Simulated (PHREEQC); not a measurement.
## Reverse-osmosis permeate: an equilibrium model

A made-up water analysis in mmol/kgw, 11 °C, pH 6.14, pe 9.8:

| constituent | mmol/kgw |
|---|---|
| Na | 0.0936 |
| K | 0.00867 |
| Ca | 0.157 |
| Mg | 0.0798 |
| Cl | 0.146 |
| S(6) | 0.0266 |
| Alkalinity (meq/kgw) | 0.388 |
| Ni | 7.31e-05 |
| Pb | 0.00146 |

Cl is adjusted to close the charge balance.
Valence states are taken as typed.

All values are PHREEQC results (ion-association model, wateq4f.dat), not measurements.

Each row changes one thing in this solution. No solid was allowed to form.

| case | CO2 (mol/kgw) | Pb+2 (mol/kgw) | CaSO4 (mol/kgw) | CaHCO3+ (mol/kgw) | MgHCO3+ (mol/kgw) | MgSO4 (mol/kgw) | SI of Cerrusite (PbCO3) | SI of Pb(OH)2 (Pb(OH)2) |
|---|---|---|---|---|---|---|---|---|
| as made | 0.000772 | 9.27e-7 | 5.42e-7 | 5.08e-7 | 3.04e-7 | 2.55e-7 | -0.54 | -2.46 |
| pH from 6.14 to 5.64 at the same alkalinity | 0.00245 | 1.06e-6 | 5.42e-7 | 5.10e-7 | 3.05e-7 | 2.55e-7 | -0.98 | -3.41 |
| temperature from 11 to 65 °C at the same typed pH | 0.000536 | 7.76e-7 | 8.11e-7 | 9.03e-7 | 4.23e-7 | (withheld) | -0.89 | (withheld) |
| Mg from 0.0798 to 0.239 mmol/kgw | 0.000765 | 9.35e-7 | 5.03e-7 | 4.92e-7 | 8.83e-7 | 7.07e-7 | -0.56 | -2.47 |
| pH from 6.14 to 5.5 at the same alkalinity | 0.00340 | 1.08e-6 | 5.42e-7 | 5.11e-7 | 3.06e-7 | 2.55e-7 | -1.12 | -3.68 |
| K from 0.00867 to 0.0173 mmol/kgw | 0.000772 | 9.27e-7 | 5.42e-7 | 5.07e-7 | 3.04e-7 | 2.54e-7 | -0.54 | -2.46 |

**Question.** What belongs in the gaps?

**Answer.** 
- temperature from 11 to 65 °C at the same typed pH, MgSO4 (mol/kgw): 8.60e-7
- temperature from 11 to 65 °C at the same typed pH, SI of Pb(OH)2 (Pb(OH)2): -0.83

Constants without temperature data keep their 25 °C values here. The database's nickel carbonate constants are estimates that later reviews lower a good deal.
